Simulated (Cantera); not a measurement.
Charge: 1 mol Fe3O4, 16 mol H2, 29 mol N2, at 1075 K and 26.0 Pa.

Method: chemical equilibrium by Gibbs-energy minimisation in Cantera with the NASA 1993 tables (ideal gas, pure condensed phases). Candidate condensed phases: Fe, FeO, Fe(OH)2, Fe(OH)3, Fe2O3, Fe3O4, H2O; 27 gas species. Mutual solubility and eutectic melting of coexisting phases are not modelled. The tables' stoichiometric FeO is somewhat more stable than real wüstite, so its field is too wide. FeO: taken at fixed stoichiometry. The numbers say what is thermodynamically allowed, not how fast it happens.

Base state: N2 0.644, H2 0.293, H2O 0.0626 (mole fractions); condensed: Fe(α) + FeO(s).

### Question
What changes in the equilibrium state with this change: temperature from 1075 K to 1300 K?

### Answer
| species | before | after |
|---|---|---|
| N2 | 0.644 | 0.644 |
| H2 | 0.293 | 0.268 |
| H2O | 0.0626 | 0.0878 |
| H | 4.93e-7 | 3.55e-5 |
| Fe(α), mol | 1.82 | 0 |
| FeO(s), mol | 1.18 | 0.0505 |
| Fe(γ), mol | 0 | 2.95 |
